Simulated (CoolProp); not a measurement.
Isobutane along the isotherm 162.55 °C: density (kg/m³) from the reference equation and from simpler models built on Tc = 134.7 °C, pc = 3629 kPa, ω = 0.184; each cubic takes its own stable root.

The numbers come from the reference Helmholtz-energy equation of state, Bücker 2006 in CoolProp.

| p (kPa) | phase | reference |
|---|---|---|
| 17.2 | gas | 0.2763 |
| 27.8 | gas | 0.4470 |
| 44.9 | gas | 0.7228 |
| 72.6 | gas | 1.171 |
| 117 | gas | 1.894 |
| 189 | gas | 3.076 |
| 306 | gas | 5.027 |
| 495 | gas | 8.256 |
| 799 | gas | 13.67 |
| 1290 | gas | 23.09 |
| 2090 | gas | 40.71 |
| 3370 | gas | 78.86 |
| 5440 | supercritical | 231.4 |

How far does each simpler model (ideal gas, Redlich-Kwong, Soave-Redlich-Kwong, Peng-Robinson) lie from the reference over these 13 states: mean and median of the absolute difference, and the worst?


- ideal gas: mean 10.6 %, median 2.3 %, worst -62.3 % at 162.55 °C and 5440 kPa
- Redlich-Kwong: mean 0.5 %, median 0.1 %, worst -3.8 % at 162.55 °C and 5440 kPa
- Soave-Redlich-Kwong: mean 1.0 %, median 0.0 %, worst -11.5 % at 162.55 °C and 5440 kPa
- Peng-Robinson: mean 1.1 %, median 0.3 %, worst -5.3 % at 162.55 °C and 5440 kPa
